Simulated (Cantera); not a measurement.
**Gas-phase reforming**

A perfectly stirred reactor is fed with CH4 : CO2 : H2 = 1 : 1.4 : 2 (molar parts), at 0.133 bar; it is held at 1775 K, and followed from long to short residence time.

Detailed kinetics in Cantera: GRI-Mech 3.0 (53 species, 325 reactions).

```
τ (s)      x CH4   x CO2   x H2     x H2O   x CH2O      x O2
-------  -------  ------  -----  --------  -------  --------
25       0.00375  0.0115  0.557    0.0661  9.33e-8  1.70e-10
6.9      0.00719  0.0151  0.537    0.0851  2.23e-7  2.59e-10
1.9       0.0131  0.0218  0.505     0.117  5.86e-7  4.34e-10
0.55      0.0227  0.0333  0.464     0.155  1.48e-6  6.65e-10
0.15      0.0420  0.0592  0.430     0.178  3.62e-6  7.76e-10
0.043     0.0795   0.119  0.427     0.150  7.64e-6  5.39e-10
0.012      0.139   0.215  0.449    0.0781  1.36e-5  2.08e-10
0.0034     0.192   0.283  0.455    0.0259  1.75e-5  6.06e-11
0.00097    0.219   0.311  0.454   0.00591  1.39e-5  1.16e-11
0.00027    0.226   0.317  0.454  0.000713  3.46e-6    <1e-12
```
x: mole fraction; the columns are a selection and need not sum to one.
